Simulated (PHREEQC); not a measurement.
A solution holds 0.062 mol/kgw HF and 0.11 mol/kgw CsF, at 25 °C. Closed to the air; pH follows from the charge balance.

Model: ion-association model, wateq4f.dat, run in PHREEQC.

Each row changes one thing in this solution. Precipitation was switched off in this run.

```json
[
 {"case": "as made", "pH": "3.43", "ionic strength (mol/kgw)": "0.110", "F- (mol/kgw)": "0.0958", "HF (mol/kgw)": "0.0388", "HF2- (mol/kgw)": "0.0146", "H2F2 (mol/kgw)": "0.00403"},
 {"case": "CsF from 0.11 to 0.055 mol/kgw", "pH": "3.12", "ionic strength (mol/kgw)": "0.0559", "F- (mol/kgw)": "0.0479", "HF (mol/kgw)": "0.0432", "HF2- (mol/kgw)": "0.00804", "H2F2 (mol/kgw)": "0.00493"},
 {"case": "HF from 0.062 to 0.093 mol/kgw", "pH": "3.25", "ionic strength (mol/kgw)": "0.111", "F- (mol/kgw)": "0.0908", "HF (mol/kgw)": "0.0558", "HF2- (mol/kgw)": "0.0199", "H2F2 (mol/kgw)": "0.00831"},
 {"case": "0.13 mol/kgw NH4HSO4 added", "pH": "2.04", "ionic strength (mol/kgw)": "0.303", "F- (mol/kgw)": "0.0115", "HF (mol/kgw)": "0.0978", "HF2- (mol/kgw)": "0.00463", "H2F2 (mol/kgw)": "0.0267"},
 {"case": "HF from 0.062 to 0.62 mol/kgw", "pH": "2.42", "ionic strength (mol/kgw)": "0.115", "F- (mol/kgw)": "0.0585", "HF (mol/kgw)": "0.243", "HF2- (mol/kgw)": "0.0561", "H2F2 (mol/kgw)": "0.158"},
 {"case": "CsF from 0.11 to 0.165 mol/kgw", "pH": "3.64", "ionic strength (mol/kgw)": "0.165", "F- (mol/kgw)": "0.145", "HF (mol/kgw)": "0.0349", "HF2- (mol/kgw)": "0.0202", "H2F2 (mol/kgw)": "0.00330"},
 {"case": "temperature from 25 to 20 °C", "pH": "3.41", "ionic strength (mol/kgw)": "0.111", "F- (mol/kgw)": "0.0965", "HF (mol/kgw)": "0.0382", "HF2- (mol/kgw)": "0.0139", "H2F2 (mol/kgw)": "0.00467"},
 {"case": "diluted 2-fold with water", "pH": "3.42", "ionic strength (mol/kgw)": "0.0554", "F- (mol/kgw)": "0.0509", "HF (mol/kgw)": "0.0232", "HF2- (mol/kgw)": "0.00458", "H2F2 (mol/kgw)": "0.00141"}
]
```

wateq4f.dat counts part of the HF as a dimer, H2F2, which phreeqc.dat doesn't know; its constant is uncertain.
